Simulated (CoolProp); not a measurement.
A single-stage vapour-compression cycle with the fluid: evaporating at 201.15 K (dew point), condensing at 257.15 K (bubble point), superheat 10 K, subcooling 5 K, compressor efficiency 0.6, no pressure losses. The same conditions are run with several fluids, on thermodynamics alone (safety and materials aside).

The numbers come from the reference Helmholtz-energy equation of state of each fluid (hydrogen sulfide: Lemmon 2006; nitrous oxide: Lemmon 2006; R22: Kamei 1995; ethane: Bücker 2006; CH3F (R41): Lemmon 2006; R115: Lemmon 2016) in CoolProp.

Rank hydrogen sulfide, nitrous oxide, R22, ethane, CH3F (R41), R115 by cooling COP, highest first.

R22 (1.73), R115 (1.72), hydrogen sulfide (1.64), ethane (1.63), CH3F (R41) (1.61), nitrous oxide (1.58)

```
fluid             pressure ratio  discharge temperature (K)  refrigerating effect (kJ/kg)  volumetric capacity (kJ/m³)
----------------  --------------  -------------------------  ----------------------------  ---------------------------
hydrogen sulfide            11.6                      490.7                           468                          495
nitrous oxide               8.17                      409.9                           270                         1750
R22                         15.9                      392.2                           202                          181
ethane                      6.93                      345.3                           342                         1410
CH3F (R41)                  9.07                      419.5                           380                         1090
R115                        14.6                      299.6                          95.6                          150
```
